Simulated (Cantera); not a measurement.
Charge: 1 mol KCl, 0.41 mol HF, 120 mol H₂, equilibrated at 1.00 bar.

Method: chemical equilibrium by Gibbs-energy minimisation in Cantera with the NASA 1993 tables (ideal gas, pure condensed phases). Candidate condensed phases: K, KCl, KF, KHF₂; 23 gas species. Rates play no part.

Task: Which condensed phases are stable at each of these points (T (K)): 1025, 1125, 1225, 1325, 1425, 1525, 1625, 1725, 1825, 1925, 2025, 2125?

Result: 
| T (K) | condensed phases | K condensed (%) |
|---|---|---|
| 1025 | KCl(s) | 94.3 |
| 1125 | KCl(l) | 61.2 |
| 1225 | gas only | 0.0 |
| 1325 | gas only | 0.0 |
| 1425 | gas only | 0.0 |
| 1525 | gas only | 0.0 |
| 1625 | gas only | 0.0 |
| 1725 | gas only | 0.0 |
| 1825 | gas only | 0.0 |
| 1925 | gas only | 0.0 |
| 2025 | gas only | 0.0 |
| 2125 | gas only | 0.0 |

At 1025 K the condensed part is KCl(s). At 1125 K the condensed part is KCl(l). From 1225 K to 2125 K nothing is condensed.
